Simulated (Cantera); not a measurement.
Feed: 1 mol Si, 2.5 mol HCl, 0.99 mol H₂, at 525 °C and 0.310 bar.

Method: chemical equilibrium by Gibbs-energy minimisation in Cantera with the NASA 1993 tables (ideal gas, pure condensed phases). Candidate condensed phases: Si; 19 gas species. The tables' values for SiCl₃ are old estimates; treat these amounts as uncertain. Kinetics and transport are ignored.

Base state: H₂ 0.761, SiCl₄ 0.174, SiHCl₃ 0.0620, HCl 0.00188, SiH₂Cl₂ 0.00178, SiCl₃ 8.52e-5, SiH₃Cl 1.18e-5 (mole fractions); condensed: Si(s).

Task: What changes in the equilibrium state with this change: temperature from 525 °C to 902 °C?

Result: 
```csv
species,before,after
H₂,0.761,0.723
SiCl₄,0.174,0.152
HCl,0.00188,0.0539
SiCl₃,8.52e-5,0.0120
SiHCl₃,0.0620,0.0482
SiCl₂,4.73e-6,0.00916
SiH₃Cl,1.18e-5,2.15e-5
"Si(s), mol",0.330,0.354
```
